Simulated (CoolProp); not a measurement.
Properties of R1233zd(E) along the isotherm 283 K.

Model: reference Helmholtz-energy equation of state, Akasaka 2022, in CoolProp.

```tsv
p (MPa)	phase	density (kg/m³)	cp (kJ/(kg K))	cv (kJ/(kg K))	fugacity coefficient
0.358	liquid	1299	1.154	0.8014	0.2009
0.717	liquid	1300	1.154	0.8015	0.1019
1.07	liquid	1301	1.153	0.8015	0.06930
1.43	liquid	1302	1.152	0.8016	0.05265
1.79	liquid	1303	1.151	0.8017	0.04271
2.15	liquid	1304	1.150	0.8017	0.03611
2.51	liquid	1305	1.150	0.8018	0.03141
2.87	liquid	1306	1.149	0.8019	0.02789
3.22	liquid	1307	1.148	0.8019	0.02523
3.58	liquid	1307	1.147	0.8020	0.02304
3.94	liquid	1308	1.146	0.8021	0.02126
4.3	liquid	1309	1.146	0.8022	0.01978
4.66	liquid	1310	1.145	0.8022	0.01853
5.02	liquid	1311	1.144	0.8023	0.01747
5.37	liquid	1312	1.144	0.8024	0.01657
```
